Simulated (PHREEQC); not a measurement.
Make-up at 25 °C: 0.0015 mol/kgw MnSO4, 0.0046 mol/kgw CaCl2, 0.00078 mol/kgw NaF and 0.25 mol/kgw Na2SO4. Closed to the air; pH follows from the charge balance.

Model: ion-association model, wateq4f.dat, run in PHREEQC.

```yaml
pH: 7.24
ionic_strength: 0.609 mol/kgw
activity_of_water: 0.988
```

| species | molality | activity | log γ |
|---|---|---|---|
| Na+ | 0.427 | 0.302 | -0.151 |
| SO4-2 | 0.174 | 0.0331 | -0.722 |
| NaSO4- | 0.0735 | 0.0500 | -0.167 |
| Cl- | 0.00919 | 0.00579 | -0.201 |
| CaSO4 | 0.00272 | 0.00313 | 0.061 |
| Ca+2 | 0.00188 | 0.000474 | -0.597 |
| MnSO4 | 0.000816 | 0.000939 | 0.061 |
| F- | 0.000710 | 0.000438 | -0.210 |
| Mn+2 | 0.000677 | 0.000160 | -0.627 |
| NaF | 6.62e-5 | 7.61e-5 | 0.061 |
| MnCl+ | 5.63e-6 | 3.77e-6 | -0.174 |
| CaF+ | 2.65e-6 | 1.81e-6 | -0.165 |

This is a speciation only: nothing precipitates in the calculation. Saturation is exceeded, for instance for Fluorite; the values hold only as long as no solid forms. Complexes and solids missing from the database can't appear.
